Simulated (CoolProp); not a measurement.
Properties of cyclopentane at several states (Tc = 511.7 K, pc = 45.83 bar, ω = 0.202).

The numbers come from the reference Helmholtz-energy equation of state, Gedanitz 2015 in CoolProp.

| T (K) | p (bar) | phase | Prandtl number | fugacity coefficient |
|---|---|---|---|---|
| 189.7 | 6.63 | liquid | 8.88 | 4.596e-5 |
| 464.3 | 8.32 | gas | 0.734 | 0.9131 |
| 372.9 | 8.13 | liquid | 3.71 | 0.4715 |
| 341.7 | 64.7 | liquid | 4.00 | 0.03359 |
| 457.4 | 28.7 | liquid | 3.27 | 0.5760 |
| 264.4 | 0.304 | liquid | 5.07 | 0.3003 |

Viscosity comes from a separate model (Chung 1988), a generic estimate that can be far off for the liquid and wasn't checked against measurements. Thermal conductivity comes from a separate model (Vassiliou 2015).
